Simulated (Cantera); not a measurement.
What does this Cantera script print?

```python
import numpy as np
import cantera as ct

gas_names = """
    H HNO HNO2 HNO3 HO2 H2 H2O H2O2 N NH NH2 NH3 NH2OH NO NO2 NO3 N2 N2H2 N2H4 N2O O OH O2 O3 Si SiH
    SiH2 SiH3 SiH4 SiN SiO SiO2 Si2 Si2N Si3
""".split()
cond_names = """
    H2O(s) H2O(L) Si(cr) Si(L) SiO2(Lqz) SiO2(hqz) SiO2(L) Si2N2O(s) Si3N4(a)
""".split()


def load(file, names, dense=False):
    # The tables refer to 1 bar. Condensed volumes are neglected.
    table = {s.name: s for s in ct.Species.list_from_file(file)}
    out = []
    for n in names:
        d = dict(table[n].input_data)
        d["thermo"] = dict(d["thermo"], **{"reference-pressure": 1e5})
        if dense:
            d["equation-of-state"] = {"model": "constant-volume", "density": "1e6 g/cm^3"}
        out.append(ct.Species.from_dict(d))
    return out


gas = ct.Solution(thermo="ideal-gas", species=load("nasa_gas.yaml", gas_names))
cond = {s.name: ct.Solution(thermo="fixed-stoichiometry", species=[s], name=s.name)
        for s in load("nasa_condensed.yaml", cond_names, dense=True)}
atoms = {
    'Si': {'Si': 1},
    'N2O': {'N': 2, 'O': 1},
    'H2': {'H': 2},
}
top_T = {'Si2N2O(s)': 2100, 'Si3N4(a)': 2400}  # K; cautious upper limits of use, not melting points


def equilibrate(T, P, feed):
    n = {}
    for name, mol in feed.items():
        for a, k in atoms[name].items():
            n[a] = n.get(a, 0.0) + k * mol
    gas.TPX = T, P, n
    mass = sum(n.values()) * gas.mean_molecular_weight
    gas.equilibrate("TP")
    valid = [c for c in cond.values() if c.min_temp <= T <= top_T.get(c.name, c.max_temp)]
    mix = ct.Mixture([(gas, mass / gas.mean_molecular_weight)] + [(c, 0.0) for c in valid])
    mix.T, mix.P = T, P
    mix.equilibrate("TP", solver="vcs", rtol=1e-11, max_steps=5000)
    return mix


results = []
feed = {'Si': 1, 'N2O': 0.23, 'H2': 1.7}  # mol
P = 380  # Pa
for T in [973, 1073, 1173, 1273, 1373, 1473, 1573, 1673]:
    mix = equilibrate(T, P, feed)
    results.append((T, P, feed, dict(zip(mix.species_names, mix.species_moles))))

top = {s: max(r[3][s] / sum(r[3][g] for g in gas_names) for r in results) for s in gas_names}
cols = sorted((s for s in top if top[s] > 1e-06), key=lambda s: -top[s])[:9]
seen = [c for c in cond_names if any(r[3].get(c, 0) > 1e-12 for r in results)]
print("log10 of partial pressures in bar; condensed amounts in mol")
print(f"{'T/K':>10s}" + "".join(f"{s[:9]:>10s}" for s in cols + seen))
for T, P, feed, n in results:
    ng = sum(n[g] for g in gas_names)
    print(f"{T:10.4g}" + "".join(f"{np.log10(max(n[s] / ng * P / 1e5, 1e-99)):10.3f}" for s in cols)
          + "".join(f"{n.get(c, 0):10.4g}" for c in seen))
```

Output:

```
log10 of partial pressures in bar; condensed amounts in mol
       T/K        H2       SiO        N2         H        Si       SiH      SiH2      Si2N       SiN    Si(cr) Si2N2O(s)
       973    -2.420   -12.978   -13.077   -10.176   -16.400   -15.658   -12.798   -21.598   -21.328      0.54      0.23
      1073    -2.420   -10.936   -10.940    -9.064   -14.161   -13.800   -11.590   -18.566   -18.418      0.54      0.23
      1173    -2.420    -9.210    -9.210    -8.139   -12.305   -12.262   -10.587   -16.077   -16.028      0.54      0.23
      1273    -2.420    -7.758    -7.758    -7.357   -10.744   -10.969    -9.742   -13.985   -14.019      0.54      0.23
      1373    -2.420    -6.522    -6.522    -6.688    -9.411    -9.867    -9.021   -12.203   -12.306    0.5401    0.2299
      1473    -2.421    -5.456    -5.456    -6.108    -8.262    -8.917    -8.399   -10.668   -10.830    0.5416    0.2284
      1573    -2.427    -4.529    -4.529    -5.605    -7.260    -8.092    -7.863    -9.332    -9.544    0.5534    0.2166
      1673    -2.467    -3.716    -3.716    -5.177    -6.379    -7.385    -7.425    -8.160    -8.415    0.6356    0.1342
```

Method: chemical equilibrium by Gibbs-energy minimisation in Cantera with the NASA 1993 tables (ideal gas, pure condensed phases). Mutual solubility and eutectic melting of coexisting phases are not modelled.
